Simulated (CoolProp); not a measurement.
Properties of carbon dioxide along the isobar 0.325 MPa.

The numbers come from the reference Helmholtz-energy equation of state, Span 1996 in CoolProp.

| T (°C) | phase | density (kg/m³) | cp (kJ/(kg K)) | cv (kJ/(kg K)) | isothermal compressibility (1/MPa) |
|---|---|---|---|---|---|
| 17.95 | gas | 6.016 | 0.8615 | 0.6566 | 3.133 |
| 29.15 | gas | 5.781 | 0.8699 | 0.6669 | 3.126 |
| 40.25 | gas | 5.566 | 0.8786 | 0.6771 | 3.120 |
| 51.45 | gas | 5.365 | 0.8875 | 0.6874 | 3.115 |
| 62.65 | gas | 5.179 | 0.8966 | 0.6976 | 3.111 |
| 73.85 | gas | 5.006 | 0.9056 | 0.7076 | 3.107 |
| 85.05 | gas | 4.845 | 0.9146 | 0.7174 | 3.104 |
| 96.25 | gas | 4.694 | 0.9236 | 0.7271 | 3.101 |
| 107.45 | gas | 4.552 | 0.9324 | 0.7366 | 3.099 |
| 118.55 | gas | 4.420 | 0.9411 | 0.7458 | 3.097 |
| 129.75 | gas | 4.294 | 0.9497 | 0.7549 | 3.095 |
| 140.95 | gas | 4.176 | 0.9582 | 0.7639 | 3.093 |
